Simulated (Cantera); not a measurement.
A perfectly stirred reactor is fed with 10.1 % NH₃, 89.9 % H₂, at 0.200 bar; it is held at 2275 K, and followed from long to short residence time.

Detailed kinetics in Cantera: the gas-phase N/H chemistry of the illustrative SiF4/NH3 mechanism in the Surface Chemkin manual (1991). Walls and surfaces, which speed up NH3 decomposition in real reactors, are not modelled.

Q: Predict: x(NH₃) at τ = 0.930 s; x(H₂) at τ = 0.930 s; x(H) at τ = 0.930 s; x(N₂) at τ = 0.930 s; x(NH₃) at τ = 18.0 ms; x(H₂) at τ = 18.0 ms; x(H) at τ = 18.0 ms; x(N₂H₄) at τ = 18.0 ms; x(N₂) at τ = 18.0 ms.

A: 
```
Property                   Value
----------------------  --------
x(NH₃) at τ = 0.930 s   0.000532
x(H₂) at τ = 0.930 s       0.938
x(H) at τ = 0.930 s       0.0166
x(N₂) at τ = 0.930 s      0.0453
x(NH₃) at τ = 18.0 ms     0.0445
x(H₂) at τ = 18.0 ms       0.926
x(H) at τ = 18.0 ms      0.00327
x(N₂H₄) at τ = 18.0 ms   3.20e-9
x(N₂) at τ = 18.0 ms      0.0254
```
